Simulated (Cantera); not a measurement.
# Adiabatic ignition

An adiabatic, constant-pressure homogeneous reactor starts with 7.22 % CH4, 1.44 % H2, 19.2 % O2, 72.1 % N2, equivalence ratio 0.79, at 1500 K and 1.20 bar.

Model: GRI-Mech 3.0 (53 species, 325 reactions), integrated in Cantera.

```
t (s)     T (K)   x CH4     x H2    x O2    x HO2      x NO   x CH2CO     x CO2
--------  -----  ------  -------  ------  -------  --------  --------  --------
2.00e-6    1500  0.0722   0.0144   0.192  1.80e-7    <1e-12    <1e-12    <1e-12
5.16e-6    1500  0.0722   0.0144   0.192  4.59e-7    <1e-12    <1e-12  1.78e-12
1.33e-5    1500  0.0722   0.0144   0.192  1.15e-6    <1e-12    <1e-12  2.56e-11
3.44e-5    1500  0.0722   0.0144   0.192  2.75e-6    <1e-12    <1e-12  5.97e-10
8.87e-5    1500  0.0721   0.0144   0.192  5.63e-6    <1e-12  1.21e-10   3.95e-8
0.000229   1507  0.0702   0.0143   0.191  2.38e-5  7.07e-12   8.86e-7   9.80e-6
0.000591   2628  <1e-12  0.00944  0.0476  7.66e-6  0.000582    <1e-12    0.0480
0.00152    2681  <1e-12  0.00800  0.0447  8.49e-6   0.00424    <1e-12    0.0510
0.00394    2674  <1e-12  0.00802  0.0423  8.04e-6   0.00972    <1e-12    0.0510
0.0102     2671  <1e-12  0.00803  0.0410  7.80e-6    0.0126    <1e-12    0.0511
0.0262     2671  <1e-12  0.00803  0.0410  7.79e-6    0.0127    <1e-12    0.0511
0.0676     2671  <1e-12  0.00803  0.0410  7.79e-6    0.0127    <1e-12    0.0511
0.175      2671  <1e-12  0.00803  0.0410  7.79e-6    0.0127    <1e-12    0.0511
0.450      2671  <1e-12  0.00803  0.0410  7.79e-6    0.0127    <1e-12    0.0511
1.16       2671  <1e-12  0.00803  0.0410  7.79e-6    0.0127    <1e-12    0.0511
3.00       2671  <1e-12  0.00803  0.0410  7.79e-6    0.0127    <1e-12    0.0511
```
x: mole fraction; the columns are a selection and need not sum to one.

```json
{
 "time_of_steepest_temperature_rise": "0.415 ms",
 "temperature at 3.00 s": "2671 K",
 "equilibrium_temperature": "2671 K",
 "x(CH4) at 3.00 s": "<1e-12 (gas-phase equilibrium <1e-12)",
 "x(H2) at 3.00 s": "0.00803 (gas-phase equilibrium 0.00803)",
 "x(O2) at 3.00 s": "0.0410 (gas-phase equilibrium 0.0410)"
}
```
